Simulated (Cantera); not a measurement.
A freely propagating, adiabatic, planar premixed flame of H₂ : O₂ : N₂ = 1 : 0.455 : 1.71 (molar parts), unburnt at 650 K and 0.970 bar; mixture-averaged transport, grid criteria slope 0.08 and curve 0.16, no radiation.

Model: the H2/O2 subset of GRI-Mech 3.0, which has no nitrogen chemistry, integrated in Cantera. Burning velocities carry a grid error of a few per cent, more on coarse grids.

Task: How do the results move with these cheaper or finer settings: unity-Lewis-number transport; multicomponent transport; multicomponent+Soret transport; grid criteria slope 0.5, curve 1; grid criteria slope 0.25, curve 0.5; grid criteria slope 0.03, curve 0.06?

Result: 
| setting | laminar burning velocity | thermal thickness | peak x(H) | peak x(O) | grid points |
|---|---|---|---|---|---|
| as above | 913 cm/s | 0.508 mm | 0.0723 | 0.0135 | 131 |
| unity-Lewis-number transport | 597 cm/s | 0.389 mm | 0.0773 | 0.0136 | 122 |
| multicomponent transport | 896 cm/s | 0.505 mm | 0.0720 | 0.0134 | 131 |
| multicomponent+Soret transport | 856 cm/s | 0.499 mm | 0.0704 | 0.0133 | 131 |
| grid criteria slope 0.5, curve 1 | 1290 cm/s | 0.850 mm | 0.0754 | 0.0131 | 44 |
| grid criteria slope 0.25, curve 0.5 | 992 cm/s | 0.574 mm | 0.0733 | 0.0137 | 67 |
| grid criteria slope 0.03, curve 0.06 | 897 cm/s | 0.494 mm | 0.0720 | 0.0133 | 294 |
Unity Lewis numbers drop preferential diffusion, which matters most where H2 and H carry the flame; Soret adds thermal diffusion.
